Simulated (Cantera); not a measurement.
Input (Python, Cantera):

```python
import numpy as np
import cantera as ct

gas = ct.Solution("h2o2.yaml")
gas.TPX = 473, 13332, {'H2': 1, 'O2': 0.278, 'N2': 1.28}
flame = ct.FreeFlame(gas, width=0.16)
flame.set_refine_criteria(ratio=3, slope=0.08, curve=0.16)
flame.transport_model = "mixture-averaged"
flame.solve(loglevel=0, auto=True)
z, T = flame.grid, flame.T
thick = (T[-1] - T[0]) / np.gradient(T, z).max()
show = ['H2', 'O2', 'H2O2', 'HO2', 'H2O', 'O']
print(f"laminar burning velocity  {flame.velocity[0] * 100:.3f} cm/s")
print(f"burnt temperature         {T[-1]:.1f} K")
print(f"thermal thickness         {thick * 1e3:.4f} mm")
print(f"grid points               {len(z)}")
z0 = z[flame.heat_release_rate.argmax()]
print(f"{'z/mm':>9s}{'T/K':>9s}{'u/(m/s)':>9s}" + "".join(f"{s:>11s}" for s in show))
rows = []
for k in (-3, -2, -1.5, -1, -0.5, -0.25, 0, 0.25, 0.5, 1, 2, 4, 8):
    zz = z0 + k * thick
    rows.append([k * thick, np.interp(zz, z, T), np.interp(zz, z, flame.velocity),
                 *(np.interp(zz, z, flame.X[gas.species_index(s)]) for s in show)])
    print(f"{rows[-1][0] * 1e3:9.3f}{rows[-1][1]:9.1f}{rows[-1][2]:9.3f}" + "".join(f"{x:11.3e}" for x in rows[-1][3:]))
```

Output:

```
laminar burning velocity  408.253 cm/s
burnt temperature         2106.0 K
thermal thickness         5.9230 mm
grid points               149
     z/mm      T/K  u/(m/s)         H2         O2       H2O2        HO2        H2O          O
  -17.769    473.0    4.083  3.909e-01  1.087e-01  3.553e-18  1.413e-15 -2.340e-17  7.109e-19
  -11.846    473.0    4.083  3.909e-01  1.087e-01  2.857e-16  3.262e-12  8.211e-14  2.496e-15
   -8.884    473.0    4.083  3.909e-01  1.087e-01  3.467e-14  2.686e-10  7.224e-12  2.697e-13
   -5.923    473.0    4.083  3.909e-01  1.087e-01  1.153e-10  1.733e-07  1.267e-08  3.883e-10
   -2.961    485.7    4.183  3.889e-01  1.085e-01  1.888e-06  6.653e-05  6.752e-04  8.174e-06
   -1.481    665.1    5.644  3.615e-01  1.032e-01  2.105e-06  3.317e-05  1.562e-02  1.656e-04
    0.000   1048.7    8.667  2.394e-01  6.207e-02  2.263e-07  1.102e-05  1.040e-01  3.663e-03
    1.481   1290.1   10.570  1.438e-01  8.581e-03  1.791e-07  1.460e-06  2.069e-01  3.416e-03
    2.961   1380.4   11.248  1.371e-01  2.157e-03  1.541e-07  3.381e-07  2.209e-01  2.313e-03
    5.923   1478.7   11.968  1.440e-01  1.519e-03  1.419e-07  2.129e-07  2.233e-01  2.099e-03
   11.846   1593.1   12.786  1.530e-01  1.202e-03  1.059e-07  1.515e-07  2.256e-01  1.782e-03
   23.692   1712.4   13.619  1.619e-01  8.372e-04  6.325e-08  9.949e-08  2.287e-01  1.320e-03
   47.384   1824.4   14.381  1.702e-01  5.064e-04  3.322e-08  6.089e-08  2.322e-01  8.392e-04
```

Computed with Cantera and the H2/O2 subset of GRI-Mech 3.0, which has no nitrogen chemistry. Burning velocities carry a grid error of a few per cent, more on coarse grids.
